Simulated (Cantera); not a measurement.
Cantera run, input and output.

```python
import numpy as np
import cantera as ct

gas = ct.Solution("h2o2.yaml")
gas.TPX = 900, 2666, {'H2': 0.15, 'O2': 1}
reactor = ct.IdealGasConstPressureReactor(gas, energy="off", clone=False)
net = ct.ReactorNet([reactor])
net.rtol, net.atol = 1e-08, 1e-18
show = ['H2', 'O2', 'OH', 'O', 'HO2', 'H']
times = np.geomspace(2e-06, 60, 13)

steps = ct.SolutionArray(gas, extra=["t"])
rows = []
print(f"{'t/s':>10s}{'T/K':>9s}{'P/Pa':>11s}" + "".join(f"{s:>11s}" for s in show))
for t in times:
    while net.time < t:
        t_next = net.step()
        steps.append(gas.state, t=t_next)
    rows.append([np.interp(t, steps.t, y) for y in (steps.T, steps.P, *steps(*show).X.T)])
    print(f"{t:10.3e}{rows[-1][0]:9.1f}{rows[-1][1]:11.4g}" + "".join(f"{x:11.3e}" for x in rows[-1][2:]))
rate = np.gradient(steps.T, steps.t)
print("integrator steps:", len(steps.t))
if steps.T.max() > steps.T[0] + 200:
    print(f"time of steepest temperature rise: {steps.t[rate.argmax()]:.4e} s")
gas.TPX = 900, 2666, {'H2': 0.15, 'O2': 1}
gas.equilibrate("TP")
print(f"equilibrium (TP): T = {gas.T:.1f} K  " + "  ".join(f"{s} {gas[s].X[0]:.3e}" for s in show))
```

It prints:

```
       t/s      T/K       P/Pa         H2         O2         OH          O        HO2          H
 2.000e-06    900.0       2666  1.304e-01  8.696e-01  1.275e-15  1.306e-15  2.100e-13  2.085e-13
 8.397e-06    900.0       2666  1.304e-01  8.696e-01  2.053e-14  2.242e-14  8.831e-13  8.592e-13
 3.525e-05    900.0       2666  1.304e-01  8.696e-01  2.626e-13  3.633e-13  3.733e-12  3.448e-12
 1.480e-04    900.0       2666  1.304e-01  8.696e-01  2.341e-12  5.382e-12  1.613e-11  1.544e-11
 6.214e-04    900.0       2666  1.304e-01  8.696e-01  4.714e-11  1.450e-10  8.886e-11  2.415e-10
 2.609e-03    900.0       2666  1.304e-01  8.696e-01  8.130e-07  2.541e-06  4.534e-07  4.087e-06
 1.095e-02    900.0       2666  2.927e-03  8.592e-01  5.340e-04  1.102e-03  2.376e-05  4.211e-04
 4.599e-02    900.0       2666  4.164e-04  8.604e-01  7.693e-05  8.475e-05  5.841e-06  5.357e-06
 1.931e-01    900.0       2666  5.384e-05  8.604e-01  2.575e-05  9.717e-06  1.199e-06  2.109e-07
 8.107e-01    900.0       2666  3.342e-06  8.605e-01  8.466e-06  7.919e-07  1.203e-07  5.229e-09
 3.404e+00    900.0       2666  9.169e-08  8.605e-01  2.732e-06  7.500e-08  1.060e-08  1.331e-10
 1.429e+01    900.0       2666  1.584e-09  8.605e-01  1.059e-06  1.134e-08  1.604e-09  7.243e-12
 6.000e+01    900.0       2666  2.035e-10  8.605e-01  4.711e-07  2.264e-09  3.588e-10  6.410e-13
integrator steps: 1787
equilibrium (TP): T = 900.0 K  H2 2.966e-12  O2 8.605e-01  OH 5.473e-08  O 3.079e-11  HO2 2.166e-10  H 1.241e-15
```

Cantera simulation using the H2/O2 subset of GRI-Mech 3.0, which has no nitrogen chemistry; the numbers are that mechanism's predictions, not measurements. Radical loss at walls, strong at low pressure, is not modelled. Below about 950 K walls govern HO2 and H2O2 in real vessels. The temperature is held fixed by assumption; the heat of reaction is taken as removed at once.
